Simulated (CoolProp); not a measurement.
The fluid at 244.75 K and 0.0288 MPa is compressed adiabatically to 0.117 MPa with isentropic efficiency 0.9. The same conditions are run with several fluids, on thermodynamics alone (safety and materials aside).

Values from CoolProp's reference Helmholtz-energy equation of state of each fluid (c-C4F8 (RC318): Platzer 1990; R134a: Tillner-Roth 1994; R22: Kamei 1995; R410A: Lemmon 2003; R1132(E): Akasaka 2024). The equations of Platzer and Polt are older, rougher fits. Blends and air are pseudo-pure fits.

### Question
Rank c-C4F8 (RC318), R134a, R22, R410A, R1132(E) by work (kJ/kg), highest first.

### Answer
R1132(E) (54.5), R410A (48.2), R22 (40.6), R134a (32.9), c-C4F8 (RC318) (16.0)

```tsv
fluid	final temperature (K)	final phase	final density (kg/m³)
c-C4F8 (RC318)	270.7	two-phase, vapour fraction 0.989	11.0
R134a	289.0	gas	5.11
R22	311.0	gas	3.97
R410A	308.2	gas	3.36
R1132(E)	306.3	gas	2.98
```
